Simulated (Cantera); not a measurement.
An isothermal, constant-pressure homogeneous reactor starts with CO : O₂ : H₂O : N₂ = 0.014 : 0.013 : 0.0002 : 1 (molar parts), at 898 K and 160000 Pa. Integrator tolerance rtol = 1e-08.

Cantera simulation using GRI-Mech 3.0 (53 species, 325 reactions); the numbers are that mechanism's predictions, not measurements.

Q: What does this change do: temperature 898 to 1425 K?

A: 
```json
[
 {"quantity": "x(CO) at 1.00 s", "before": "0.0136 (gas-phase equilibrium <1e-12)", "after": "9.63e-7 (gas-phase equilibrium 2.15e-7)"},
 {"quantity": "x(O₂) at 1.00 s", "before": "0.0127 (gas-phase equilibrium 0.00588)", "after": "0.00588 (gas-phase equilibrium 0.00580)"},
 {"quantity": "x(H₂O) at 1.00 s", "before": "0.000195 (gas-phase equilibrium 0.000196)", "after": "0.000195 (gas-phase equilibrium 0.000196)"},
 {"quantity": "x(NO₂) at 1.00 s", "before": "<1e-12 (gas-phase equilibrium 4.22e-8)", "after": "3.16e-8 (gas-phase equilibrium 2.21e-7)"},
 {"quantity": "x(HO₂) at 1.00 s", "before": "3.94e-10 (gas-phase equilibrium <1e-12)", "after": "1.65e-9 (gas-phase equilibrium 3.73e-10)"},
 {"quantity": "x(H) at 1.00 s", "before": "<1e-12 (gas-phase equilibrium <1e-12)", "after": "1.08e-9 (gas-phase equilibrium 1.99e-10)"},
 {"quantity": "x(NO) at 1.00 s", "before": "<1e-12 (gas-phase equilibrium 1.68e-6)", "after": "9.31e-6 (gas-phase equilibrium 0.000155)"}
]
```

Q: What does this change do: temperature 898 to 1325 K?

A: 
```
quantity                                             before                                      after
----------------  -----------------------------------------  -----------------------------------------
x(CO) at 1.00 s       0.0136 (gas-phase equilibrium <1e-12)    1.19e-6 (gas-phase equilibrium 3.57e-8)
x(O₂) at 1.00 s      0.0127 (gas-phase equilibrium 0.00588)    0.00588 (gas-phase equilibrium 0.00584)
x(H₂O) at 1.00 s  0.000195 (gas-phase equilibrium 0.000196)  0.000196 (gas-phase equilibrium 0.000196)
x(NO₂) at 1.00 s     <1e-12 (gas-phase equilibrium 4.22e-8)    4.72e-8 (gas-phase equilibrium 1.79e-7)
x(HO₂) at 1.00 s    3.94e-10 (gas-phase equilibrium <1e-12)   4.04e-9 (gas-phase equilibrium 1.60e-10)
x(H) at 1.00 s        <1e-12 (gas-phase equilibrium <1e-12)  8.72e-10 (gas-phase equilibrium 2.15e-11)
x(NO) at 1.00 s      <1e-12 (gas-phase equilibrium 1.68e-6)    4.28e-6 (gas-phase equilibrium 8.68e-5)
```

Q: What does this change do: temperature 898 to 1225 K?

A: 
```csv
quantity,before,after
x(CO) at 1.00 s,0.0136 (gas-phase equilibrium <1e-12),6.71e-6 (gas-phase equilibrium 4.43e-9)
x(O₂) at 1.00 s,0.0127 (gas-phase equilibrium 0.00588),0.00588 (gas-phase equilibrium 0.00586)
x(H₂O) at 1.00 s,0.000195 (gas-phase equilibrium 0.000196),0.000196 (gas-phase equilibrium 0.000196)
x(NO₂) at 1.00 s,<1e-12 (gas-phase equilibrium 4.22e-8),7.40e-8 (gas-phase equilibrium 1.40e-7)
x(HO₂) at 1.00 s,3.94e-10 (gas-phase equilibrium <1e-12),2.41e-8 (gas-phase equilibrium 5.99e-11)
x(H) at 1.00 s,<1e-12 (gas-phase equilibrium <1e-12),2.19e-9 (gas-phase equilibrium 1.63e-12)
x(NO) at 1.00 s,<1e-12 (gas-phase equilibrium 1.68e-6),1.79e-6 (gas-phase equilibrium 4.42e-5)
```
